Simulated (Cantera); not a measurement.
Al + O2 + N2 (metals in furnace atmospheres)

Input: 1 mol Al, a varied amount of O2, 3.1 mol N2, at 775 K and 35.0 mbar.

These are equilibrium values from Cantera (NASA tables, ideal gas, pure condensed phases), not measurements of a reactor. Candidate condensed phases: Al, AlN, Al2O3; 16 gas species. Equilibrium is a limit: real reactors are often held back by kinetics, nucleation or transport.

| n(O2) (mol) | log p N2 | log p O2 | log p NO | log p NO2 | n AlN(s) | n Al2O3(s) |
|---|---|---|---|---|---|---|
| 0.0013 | -1.46 | <-13 | <-13 | <-13 | 0.998 | 0.000867 |
| 0.0032 | -1.46 | <-13 | <-13 | <-13 | 0.996 | 0.00213 |
| 0.0077 | -1.46 | <-13 | <-13 | <-13 | 0.990 | 0.00513 |
| 0.019 | -1.46 | <-13 | <-13 | <-13 | 0.975 | 0.0127 |
| 0.046 | -1.46 | <-13 | <-13 | <-13 | 0.939 | 0.0307 |
| 0.11 | -1.46 | <-13 | <-13 | <-13 | 0.853 | 0.0733 |
| 0.27 | -1.46 | <-13 | <-13 | <-13 | 0.640 | 0.180 |
| 0.66 | -1.46 | <-13 | <-13 | <-13 | 0.120 | 0.440 |
| 1.6 | -1.56 | -2.12 | -7.34 | -8.45 | 0 | 0.500 |
log p: log10 of the partial pressure in bar; n: condensed amount in mol.

From 0.0013 mol O2 to 0.66 mol O2 the condensed part is AlN(s) + Al2O3(s). At 1.6 mol O2 the condensed part is Al2O3(s).
